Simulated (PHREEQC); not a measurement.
Solution (25 °C): 0.045 mol/kgw CaCl2, 0.05 mol/kgw K2SO4 and 0.00035 mol/kgw H4SiO4. Closed to the air; pH follows from the charge balance.

All values are PHREEQC results (ion-association model, wateq4f.dat), not measurements.

Precipitation was switched off in this run.

**Question.** Estimate the pH, ionic strength.

**Answer.** pH 6.72; ionic strength 0.214 mol/kgw.

**Question.** In which forms is K present?

**Answer.** K+ 95 %, KSO4- 5.3 % of the K.

Saturation is exceeded, for instance for Gypsum, Quartz (slow to form); the values hold only as long as no solid forms.
